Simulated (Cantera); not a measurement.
A closed system holds: 1 mol SiO2, 0.3 mol H2, held at 2223 K.

These are equilibrium values from Cantera (NASA tables, ideal gas, pure condensed phases), not measurements of a reactor. Candidate condensed phases: H2O, Si, SiO2; 18 gas species. The tables hold silica as quartz up to 1696 K and as liquid above; real silica turns to tridymite and cristobalite and melts near 1996 K. Gases not in the tables: Si(OH)4. The numbers say what is thermodynamically allowed, not how fast it happens.

### Question
Which condensed phases are stable at each of these points (P (Pa)): 1, 16, 250, 4000, 63000, 1000000?

### Answer
```
P (Pa)   condensed phases  Si condensed (%)
-------  ----------------  ----------------
1                gas only               0.0
16               gas only               0.0
250               SiO2(l)              80.8
4000              SiO2(l)              94.1
63000             SiO2(l)              98.5
1000000           SiO2(l)              99.6
```

From 1.00 Pa to 16.0 Pa nothing is condensed. From 2.50 mbar to 10.0 bar the condensed part is SiO2(l).
